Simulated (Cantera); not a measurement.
A Cantera script and what it prints.

```python
import numpy as np
import cantera as ct

gas_names = """
    AL ALCL ALCL2 ALCL3 ALN ALO ALOCL ALO2 AL2 AL2CL6 AL2O AL2O2 CL CLO CL2 N NO NO2 NO3 N2 N2O O O2 O3
""".split()
cond_names = """
    AL(cr) AL(L) ALCL3(s) ALCL3(L) ALN(s) AL2O3(a) AL2O3(L)
""".split()


def load(file, names, dense=False):
    # The tables refer to 1 bar. Condensed volumes are neglected.
    table = {s.name: s for s in ct.Species.list_from_file(file)}
    out = []
    for n in names:
        d = dict(table[n].input_data)
        d["thermo"] = dict(d["thermo"], **{"reference-pressure": 1e5})
        if dense:
            d["equation-of-state"] = {"model": "constant-volume", "density": "1e6 g/cm^3"}
        out.append(ct.Species.from_dict(d))
    return out


gas = ct.Solution(thermo="ideal-gas", species=load("nasa_gas.yaml", gas_names))
cond = {s.name: ct.Solution(thermo="fixed-stoichiometry", species=[s], name=s.name)
        for s in load("nasa_condensed.yaml", cond_names, dense=True)}
atoms = {
    'AlCl3': {'AL': 1, 'CL': 3},
    'N2O': {'N': 2, 'O': 1},
    'N2': {'N': 2},
}
top_T = {'ALN(s)': 2750}  # K; cautious upper limits of use, not melting points


def equilibrate(T, P, feed):
    n = {}
    for name, mol in feed.items():
        for a, k in atoms[name].items():
            n[a] = n.get(a, 0.0) + k * mol
    gas.TPX = T, P, n
    mass = sum(n.values()) * gas.mean_molecular_weight
    gas.equilibrate("TP")
    valid = [c for c in cond.values() if c.min_temp <= T <= top_T.get(c.name, c.max_temp)]
    mix = ct.Mixture([(gas, mass / gas.mean_molecular_weight)] + [(c, 0.0) for c in valid])
    mix.T, mix.P = T, P
    mix.equilibrate("TP", solver="vcs", rtol=1e-11, max_steps=5000)
    return mix


results = []
feed = {'AlCl3': 1, 'N2O': 32, 'N2': 22}  # mol
P = 10000  # Pa
for T in [723, 873, 1023, 1173, 1323, 1473, 1623, 1773, 1923, 2073, 2223]:
    mix = equilibrate(T, P, feed)
    results.append((T, P, feed, dict(zip(mix.species_names, mix.species_moles))))
    x = sorted(zip(gas.X, gas.species_names), reverse=True)
    print(f"T = {T:g} K  P = {P:g} Pa  gas = {mix.phase_moles(0):.4g} mol")
    print("   x: " + "  ".join(f"{s} {v:.3e}" for v, s in x if v > 0.001))
    print("   condensed (mol): " + ("  ".join(f"{mix.phase(i).name} {mix.phase_moles(i):.4g}"
          for i in range(1, mix.n_phases) if mix.phase_moles(i) > 1e-12) or "none"))
```

It prints:

```
T = 723 K  P = 10000 Pa  gas = 70.75 mol
   x: N2 7.633e-01  O2 2.155e-01  CL2 2.120e-02
   condensed (mol): AL2O3(a) 0.5
T = 873 K  P = 10000 Pa  gas = 70.75 mol
   x: N2 7.632e-01  O2 2.155e-01  CL2 2.119e-02
   condensed (mol): AL2O3(a) 0.5
T = 1023 K  P = 10000 Pa  gas = 70.76 mol
   x: N2 7.631e-01  O2 2.155e-01  CL2 2.107e-02
   condensed (mol): AL2O3(a) 0.5
T = 1173 K  P = 10000 Pa  gas = 70.81 mol
   x: N2 7.626e-01  O2 2.153e-01  CL2 2.038e-02  CL 1.599e-03
   condensed (mol): AL2O3(a) 0.5
T = 1323 K  P = 10000 Pa  gas = 70.98 mol
   x: N2 7.606e-01  O2 2.146e-01  CL2 1.791e-02  CL 6.422e-03
   condensed (mol): AL2O3(a) 0.5
T = 1473 K  P = 10000 Pa  gas = 71.36 mol
   x: N2 7.562e-01  O2 2.131e-01  CL 1.712e-02  CL2 1.243e-02  NO 1.056e-03
   condensed (mol): AL2O3(a) 0.4999
T = 1623 K  P = 10000 Pa  gas = 71.83 mol
   x: N2 7.507e-01  O2 2.112e-01  CL 3.015e-02  CL2 5.753e-03  NO 2.088e-03
   condensed (mol): AL2O3(a) 0.4998
T = 1773 K  P = 10000 Pa  gas = 72.12 mol
   x: N2 7.469e-01  O2 2.095e-01  CL 3.779e-02  NO 3.682e-03  CL2 1.851e-03
   condensed (mol): AL2O3(a) 0.4999
T = 1923 K  P = 10000 Pa  gas = 72.23 mol
   x: N2 7.447e-01  O2 2.079e-01  CL 4.033e-02  NO 5.943e-03
   condensed (mol): AL2O3(a) 0.4999
T = 2073 K  P = 10000 Pa  gas = 72.29 mol
   x: N2 7.425e-01  O2 2.056e-01  CL 4.104e-02  NO 8.929e-03  O 1.648e-03
   condensed (mol): AL2O3(a) 0.4997
T = 2223 K  P = 10000 Pa  gas = 72.4 mol
   x: N2 7.395e-01  O2 2.021e-01  CL 4.120e-02  NO 1.264e-02  O 4.442e-03
   condensed (mol): AL2O3(a) 0.4991
```

Cantera equilibrium calculation (NASA polynomials, part measured and part estimated; ideal gas, pure solids and liquids). Condensed phases not in the tables: AlOCl.
